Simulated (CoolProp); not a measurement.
The numbers come from the reference Helmholtz-energy equation of state, Schroeder 2014 in CoolProp.

For ethanol, give the phase and the cp (kJ/(kg K)), conductivity (mW/(m K)) at 618 K and 7.81 bar; 203.6 K and 19.5 bar.


- 618 K and 7.81 bar: gas; cp 2.45, conductivity 54.4
- 203.6 K and 19.5 bar: liquid; cp 1.96, conductivity 194

Thermal conductivity comes from a separate model (Assael 2013).
